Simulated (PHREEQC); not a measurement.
Consider water at 25 °C with 0.0024 mol/kgw TMAH and 0.012 mol/kgw K2SiO3. Closed to the air; pH follows from the charge balance.

All values are PHREEQC results (ion-association model, phreeqc.dat), not measurements.

| quantity | before | after |
|---|---|---|
| pH | 12.04 | 11.35 |
| ionic strength (mol/kgw) | 0.0277 | 0.00240 |

Question: Which change was made?
A. K2SiO3 left out
B. TMAH from 0.0024 to 0.00024 mol/kgw
C. TMAH replaced by (CH3)4NCl at the same molality
D. 0.0068 mol/kgw CO2 added
E. temperature from 25 to 60 °C

Answer: A, K2SiO3 left out

No solid was allowed to form. (CH3)4N+ isn't in the database: it is added as a free cation with an ion size of 4 Å.
